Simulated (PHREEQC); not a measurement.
Alkaline etch or developer

Make-up at 30 °C: 0.0025 mol/kgw KOH and 0.0002 mol/kgw NaAlO2. Closed to the air; pH follows from the charge balance.

Model: ion-association model, phreeqc.dat, run in PHREEQC.

Each row changes one thing in this solution. This is a speciation only: nothing precipitates in the calculation.

```csv
case,pH,ionic strength (mol/kgw),Al(OH)3 (mol/kgw),SI of Gibbsite (Al(OH)3)
as made,11.21,0.00270,5.78e-10,-0.61
NaAlO2 from 0.0002 to 0.0004 mol/kgw,11.21,0.00290,1.16e-9,-0.31
temperature from 30 to 65 °C,10.27,0.00270,2.11e-9,(withheld)
temperature from 30 to 35 °C,11.05,0.00270,7.54e-10,(withheld)
KOH from 0.0025 to 0.025 mol/kgw,12.16,0.0252,(withheld),-1.61
temperature from 30 to 85 °C,9.86,0.00270,2.72e-9,(withheld)
KOH replaced by KNO3 at the same molality,7.91,0.00270,1.13e-6,+2.68
KOH from 0.0025 to 0.0005 mol/kgw,10.52,(withheld),2.89e-9,+0.09
```

### Question
Some entries are withheld; supply them.

### Answer

- temperature from 30 to 65 °C, SI of Gibbsite (Al(OH)3): -1.08
- temperature from 30 to 35 °C, SI of Gibbsite (Al(OH)3): -0.68
- KOH from 0.0025 to 0.025 mol/kgw, Al(OH)3 (mol/kgw): 5.79e-11
- temperature from 30 to 85 °C, SI of Gibbsite (Al(OH)3): -1.33
- KOH from 0.0025 to 0.0005 mol/kgw, ionic strength (mol/kgw): 0.000700

Species that the database lacks are ignored. Some of these states are supersaturated (in Gibbsite (slow to form), for instance). Away from 25 °C the constants follow the database's enthalpies or fits; those with neither stay at their 25 °C values.
